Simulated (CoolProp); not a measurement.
Computed with CoolProp (reference Helmholtz-energy equation of state, Thol 2015).

Problem. For octamethylcyclotetrasiloxane (D4), give the phase and the cp (kJ/(kg K)), speed of sound (m/s) at 185.15 °C and 1.01 bar; 314.55 °C and 1.01 bar.

Solution. 
- 185.15 °C and 1.01 bar: gas; cp 1.72, speed of sound 106
- 314.55 °C and 1.01 bar: gas; cp 1.99, speed of sound 126
